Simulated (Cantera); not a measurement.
A freely propagating, adiabatic, planar premixed flame of CH₄ : O₂ : N₂ = 1 : 2.56 : 9.64 (molar parts), unburnt at 675 K and 1.09 atm; mixture-averaged transport, grid criteria slope 0.08 and curve 0.16, no radiation.

Detailed kinetics in Cantera: GRI-Mech 3.0 (53 species, 325 reactions). Burning velocities carry a grid error of a few per cent, more on coarse grids.

Problem. How do the results move with these cheaper or finer settings: unity-Lewis-number transport; multicomponent transport; multicomponent+Soret transport; grid criteria slope 0.5, curve 1; grid criteria slope 0.25, curve 0.5; grid criteria slope 0.03, curve 0.06?

Solution. 
| setting | laminar burning velocity | thermal thickness | peak x(CH₃) | peak x(H₂) | grid points |
|---|---|---|---|---|---|
| as above | 134 cm/s | 0.320 mm | 0.00189 | 0.0131 | 139 |
| unity-Lewis-number transport | 108 cm/s | 0.332 mm | 0.00163 | 0.0133 | 126 |
| multicomponent transport | 135 cm/s | 0.324 mm | 0.00191 | 0.0132 | 140 |
| multicomponent+Soret transport | 132 cm/s | 0.325 mm | 0.00186 | 0.0125 | 139 |
| grid criteria slope 0.5, curve 1 | 145 cm/s | 0.349 mm | 0.00187 | 0.0133 | 38 |
| grid criteria slope 0.25, curve 0.5 | 141 cm/s | 0.334 mm | 0.00187 | 0.0132 | 53 |
| grid criteria slope 0.03, curve 0.06 | 132 cm/s | 0.318 mm | 0.00189 | 0.0130 | 339 |
The base run took around 8 core-seconds (rough).
Unity Lewis numbers drop preferential diffusion, which matters most where H2 and H carry the flame; Soret adds thermal diffusion.
